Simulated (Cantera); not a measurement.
A Cantera script and its output.

```python
import numpy as np
import cantera as ct

gas = ct.Solution("h2o2.yaml")
gas.TPX = 1375, 68000, {'H2': 1.3, 'O2': 1, 'N2': 7.9}
reactor = ct.IdealGasConstPressureReactor(gas, energy="off", clone=False)
net = ct.ReactorNet([reactor])
net.rtol, net.atol = 1e-08, 1e-18
show = ['H2', 'O2', 'H2O2', 'HO2', 'H', 'OH', 'O']
times = np.geomspace(2e-05, 4, 10)

steps = ct.SolutionArray(gas, extra=["t"])
rows = []
print(f"{'t/s':>10s}{'T/K':>9s}{'P/Pa':>11s}" + "".join(f"{s:>11s}" for s in show))
for t in times:
    while net.time < t:
        t_next = net.step()
        steps.append(gas.state, t=t_next)
    rows.append([np.interp(t, steps.t, y) for y in (steps.T, steps.P, *steps(*show).X.T)])
    print(f"{t:10.3e}{rows[-1][0]:9.1f}{rows[-1][1]:11.4g}" + "".join(f"{x:11.3e}" for x in rows[-1][2:]))
rate = np.gradient(steps.T, steps.t)
print("integrator steps:", len(steps.t))
if steps.T.max() > steps.T[0] + 200:
    print(f"time of steepest temperature rise: {steps.t[rate.argmax()]:.4e} s")
gas.TPX = 1375, 68000, {'H2': 1.3, 'O2': 1, 'N2': 7.9}
gas.equilibrate("TP")
print(f"equilibrium (TP): T = {gas.T:.1f} K  " + "  ".join(f"{s} {gas[s].X[0]:.3e}" for s in show))
```

Output:

```
       t/s      T/K       P/Pa         H2         O2       H2O2        HO2          H         OH          O
 2.000e-05   1375.0    6.8e+04  1.274e-01  9.803e-02  5.700e-09  5.955e-07  9.878e-06  1.435e-06  1.983e-06
 7.763e-05   1375.0    6.8e+04  1.485e-02  4.428e-02  2.114e-06  1.817e-05  3.685e-02  5.138e-03  1.230e-02
 3.013e-04   1375.0    6.8e+04  3.218e-03  3.732e-02  1.725e-06  1.503e-05  2.448e-03  2.103e-03  1.673e-03
 1.170e-03   1375.0    6.8e+04  2.060e-04  3.658e-02  3.944e-07  4.113e-06  3.411e-05  4.941e-04  9.455e-05
 4.540e-03   1375.0    6.8e+04  1.509e-05  3.662e-02  6.609e-08  4.531e-07  7.682e-07  1.429e-04  7.671e-06
 1.762e-02   1375.0    6.8e+04  2.125e-06  3.663e-02  1.361e-08  7.433e-08  4.606e-08  5.660e-05  1.199e-06
 6.840e-02   1375.0    6.8e+04  5.053e-07  3.664e-02  3.759e-09  2.587e-08  5.642e-09  2.795e-05  2.932e-07
 2.655e-01   1375.0    6.8e+04  2.721e-07  3.664e-02  2.080e-09  2.108e-08  2.237e-09  2.016e-05  1.528e-07
 1.031e+00   1375.0    6.8e+04  2.655e-07  3.664e-02  2.030e-09  2.099e-08  2.155e-09  1.988e-05  1.487e-07
 4.000e+00   1375.0    6.8e+04  2.655e-07  3.664e-02  2.030e-09  2.099e-08  2.155e-09  1.988e-05  1.487e-07
integrator steps: 1829
equilibrium (TP): T = 1375.0 K  H2 2.655e-07  O2 3.664e-02  H2O2 2.030e-09  HO2 2.099e-08  H 2.155e-09  OH 1.988e-05  O 1.487e-07
```

Computed with Cantera and the H2/O2 subset of GRI-Mech 3.0, which has no nitrogen chemistry. The temperature is held fixed by assumption; the heat of reaction is taken as removed at once.
